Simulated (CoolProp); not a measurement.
Properties of R134a along the isotherm 405.1 K.

The numbers come from the reference Helmholtz-energy equation of state, Tillner-Roth 1994 in CoolProp.

```
p (MPa)          phase  cp (kJ/(kg K))  expansivity (1/kK)  Prandtl number  fugacity coefficient
-------  -------------  --------------  ------------------  --------------  --------------------
2.26               gas           1.173          (withheld)           0.854                0.8570
4.51     supercritical           1.650               11.18            1.19                0.7218
6.77     supercritical           2.937               26.35      (withheld)            (withheld)
9.02     supercritical           2.086          (withheld)            2.47                0.4947
11.3     supercritical      (withheld)               7.279            2.38                0.4317
13.5     supercritical           1.680               5.602            2.35                0.3911
15.8     supercritical      (withheld)               4.623            2.35                0.3615
18       supercritical           1.559               4.018            2.37                0.3410
20.3     supercritical           1.523               3.571            2.38                0.3254
```

**Question.** What belongs in the gaps?

**Answer.** 
- 2.26, expansivity (1/kK): 4.563
- 6.77, Prandtl number: 2.57
- 6.77, fugacity coefficient: 0.5924
- 9.02, expansivity (1/kK): 11.45
- 11.3, cp (kJ/(kg K)): 1.803
- 15.8, cp (kJ/(kg K)): 1.606

The peak of cp marks the crossing from liquid-like to gas-like fluid above the critical point.

Viscosity comes from a separate model (Huber 2003), an estimate that may be off by 10 % or more. Thermal conductivity comes from a separate model (McLinden 2000), an estimate that may be off by 10 % or more.
